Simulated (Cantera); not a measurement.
# Silicon carbide growth: SiH4 + C2H4 + H2

Feed: 1 mol SiH4, 1 mol C2H4, a varied amount of H2, equilibrated at 675 °C and 13300 Pa.

Equilibrium computed with Cantera from the NASA thermochemical tables; the gas is ideal and each condensed phase is pure. Candidate condensed phases: C, C6H6, C7H8, C8H18, Si, SiC; 87 gas species. Equilibrium is a limit: real reactors are often held back by kinetics, nucleation or transport.

At 24 mol H2 the condensed part is C(graphite) + SiC(s). From 48 mol H2 to 1500 mol H2 the condensed part is SiC(s).

```json
[
 {"n(H2) (mol)": "24", "log p H2": "-0.88", "log p CH4": "-2.54", "log p C2H4": "-8.11", "log p C2H6": "-8.15", "n C(graphite)": "0.401", "n SiC(s)": "1.00"},
 {"n(H2) (mol)": "48", "log p H2": "-0.88", "log p CH4": "-2.58", "log p C2H4": "-8.20", "log p C2H6": "-8.24", "n C(graphite)": "0", "n SiC(s)": "1.00"},
 {"n(H2) (mol)": "96", "log p H2": "-0.88", "log p CH4": "-2.87", "log p C2H4": "-8.79", "log p C2H6": "-8.82", "n C(graphite)": "0", "n SiC(s)": "1.00"},
 {"n(H2) (mol)": "190", "log p H2": "-0.88", "log p CH4": "-3.16", "log p C2H4": "-9.37", "log p C2H6": "-9.41", "n C(graphite)": "0", "n SiC(s)": "1.00"},
 {"n(H2) (mol)": "380", "log p H2": "-0.88", "log p CH4": "-3.46", "log p C2H4": "-9.97", "log p C2H6": "-10.00", "n C(graphite)": "0", "n SiC(s)": "1.00"},
 {"n(H2) (mol)": "770", "log p H2": "-0.88", "log p CH4": "-3.76", "log p C2H4": "-10.58", "log p C2H6": "-10.61", "n C(graphite)": "0", "n SiC(s)": "1.00"},
 {"n(H2) (mol)": "1500", "log p H2": "-0.88", "log p CH4": "-4.05", "log p C2H4": "-11.16", "log p C2H6": "-11.19", "n C(graphite)": "0", "n SiC(s)": "1.000"}
]
```
log p: log10 of the partial pressure in bar; n: condensed amount in mol.
